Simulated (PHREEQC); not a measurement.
PHREEQC input (ion-association model, wateq4f.dat):

```
SOLUTION_MASTER_SPECIES
  An  An-  0  An  62.0  # stands for a non-complexing anion
SOLUTION_SPECIES
  An- = An-
    -log_k 0
    -gamma 3.0 0
PHASES
  Fix_H+
    H+ = H+
    -log_k 0
SOLUTION 1
  temp 25
  units mmol/kgw
  pH 7 charge
  Cl 0.0022
  Ca 0.0011
  Na 300
  An 300
END
SELECTED_OUTPUT 1
  -reset false
  -pH true
  -pe true
  -ionic_strength true
  -water true
  -totals Ca Cl Na
  -molalities Hfo_wOH Hfo_wOH2+ Hfo_wO- Hfo_sOH Hfo_sOH2+ Hfo_sO- Hfo_sOHCa+2 Hfo_wOCa+
  -saturation_indices Portlandite Halite
USER_PUNCH 1
  -headings sigma psi
  10 PUNCH EDL("sigma", "Hfo"), EDL("psi", "Hfo")
PRINT
  -reset false
USE solution 1
SURFACE 1
  Hfo_wOH 3.14607e-05 600 0.014
  Hfo_sOH 7.86517e-07
EQUILIBRIUM_PHASES 1
  Fix_H+ -4 HAn 10
    -force_equality true
  O2(g) -0.68 10
END
# ... the last block is repeated for the other 16 points of pH, with NaOH or the acid as the point needs
```

Selected output (columns that matter, 11 of 17 rows; pH added in front):

```
pH	mu	Ca	Na	m_Hfo_wOH	m_Hfo_wOH2+	m_Hfo_wO-	m_Hfo_sOH	m_Hfo_sOH2+	m_Hfo_sO-	m_Hfo_sOHCa+2	si_Portlandite	si_Halite	sigma	psi
4	0.30015	1.1e-06	0.3	1.822e-06	2.9636e-05	2.566e-09	4.5549e-08	7.409e-07	6.415e-11	9.4114e-14	-21.306	-8.0693	0.34892	0.12297
5	0.30003	1.1e-06	0.3	8.4715e-06	2.2918e-05	7.1738e-08	2.1179e-07	5.7294e-07	1.7934e-09	1.2105e-12	-19.306	-8.0693	0.269	0.1099
5.5	0.30002	1.1e-06	0.3	1.3155e-05	1.8086e-05	2.192e-07	3.2888e-07	4.5215e-07	5.4801e-09	4.855e-12	-18.306	-8.0693	0.21038	0.097711
6.5	0.30001	1.0999e-06	0.3	2.0543e-05	9.9456e-06	9.7208e-07	5.1351e-07	2.4861e-07	2.4299e-08	9.3995e-11	-16.306	-8.0693	0.10566	0.06537
7	0.30001	1.0995e-06	0.3	2.2603e-05	7.2413e-06	1.6163e-06	5.6475e-07	1.8093e-07	4.0384e-08	4.5251e-10	-15.306	-8.0693	0.066241	0.046399
8	0.3	1.0871e-06	0.3	2.4137e-05	3.9045e-06	3.4182e-06	5.9423e-07	9.6126e-08	8.4154e-08	1.2002e-08	-13.311	-8.0693	0.0060098	0.0047985
9	0.30002	8.829e-07	0.30002	2.3046e-05	1.8687e-06	6.5113e-06	4.4293e-07	3.5914e-08	1.2514e-07	1.8253e-07	-11.402	-8.0693	-0.049765	-0.036614
9.5	0.30005	6.0514e-07	0.30005	2.1092e-05	1.119e-06	9.1077e-06	2.9196e-07	1.549e-08	1.2607e-07	3.53e-07	-10.566	-8.0692	-0.083299	-0.055294
10.5	0.30047	1.0128e-07	0.30048	1.3979e-05	2.6898e-07	1.6643e-05	1.6165e-07	3.1103e-09	1.9246e-07	4.293e-07	-9.3432	-8.0687	-0.17387	-0.088393
11	0.30148	3.5268e-08	0.30149	9.4815e-06	9.7291e-08	2.1168e-05	1.3423e-07	1.3774e-09	2.9969e-07	3.5122e-07	-8.8036	-8.0675	-0.22921	-0.10182
12	0.3148	1.1698e-08	0.31481	2.2777e-06	4.2114e-09	2.822e-05	4.9068e-08	9.0726e-11	6.0794e-07	1.2942e-07	-7.312	-8.0519	-0.31712	-0.11695
```
